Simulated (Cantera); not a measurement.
# Transport properties of process gases

Gas mixture: CH3OH : CH4 : H2 = 0.084 : 0.17 : 0.5 (molar parts), at 210 Torr, frozen composition.

Cantera's kinetic-theory transport with the Lennard-Jones parameters of GRI-Mech 3.0, ideal gas; thermal conductivity in the mixture-averaged form. Polar gases are described roughly by these parameters. The composition is frozen, though it would react at the higher temperatures.

```csv
T (K),ρ (kg/m³),cp (J/kg/K),μ (µPa s),λ (mW/m/K),Pr,D (cm²/s) CH4,D (cm²/s) H2O,D (cm²/s) NH3
400,0.0718,4022,14.1,128,0.444,2.97,2.53,2.42
650,0.0442,4679,20.6,200,0.481,6.95,6.30,5.95
900,0.0319,5260,26.1,271,0.506,12.1,11.3,10.6
1150,0.0250,5748,31.1,341,0.524,18.3,17.5,16.3
1400,0.0205,6145,35.6,410,0.534,25.5,24.6,22.9
1650,0.0174,6464,39.8,477,0.540,33.5,32.6,30.2
```
D: mixture-averaged diffusion coefficient of that species in the mixture.
